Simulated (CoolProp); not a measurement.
Vapour-liquid equilibrium of CH2F2 (R32) (1) + R1234yf (2) at 196.2 K; x and y are mole fractions of (1).

Values from CoolProp's multi-fluid Helmholtz-energy mixture model, Tillner-Roth 1997 and Lemmon 2022; pair parameters Bell 2023.

| x | bubble pressure (MPa) | y at the bubble point | dew pressure at overall composition x (MPa) | liquid density (mol/L) |
|---|---|---|---|---|
| 0.05 | 0.008607 | 0.245 | 0.007126 | 12.48 |
| 0.2 | 0.01332 | 0.582 | 0.008213 | 13.49 |
| 0.35 | 0.01678 | 0.716 | 0.009685 | 14.71 |
| 0.5 | 0.01910 | 0.788 | 0.01178 | 16.21 |
| 0.65 | 0.02067 | 0.837 | 0.01491 | 18.05 |
| 0.8 | 0.02186 | 0.887 | 0.01951 | 20.39 |
| 0.95 | 0.02281 | 0.961 | 0.02272 | 23.41 |

No azeotrope shows between x = 0.05 and 0.95.

Pair parameters are fitted to limited data, so mixtures are less certain than the pure fluids.
